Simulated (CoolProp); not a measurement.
Model: reference Helmholtz-energy equation of state, Leachman 2009, in CoolProp.

Question: For normal hydrogen, give the phase and the Z, isothermal compressibility (1/MPa), viscosity (µPa s), conductivity (mW/(m K)) at 171.2 K and 74.5 bar.

Answer: 
- 171.2 K and 74.5 bar: supercritical; Z 1.06, isothermal compressibility 0.126, viscosity 6.30, conductivity 126

Viscosity comes from a separate model (Muzny 2013). Thermal conductivity comes from a separate model (Assael 2011).
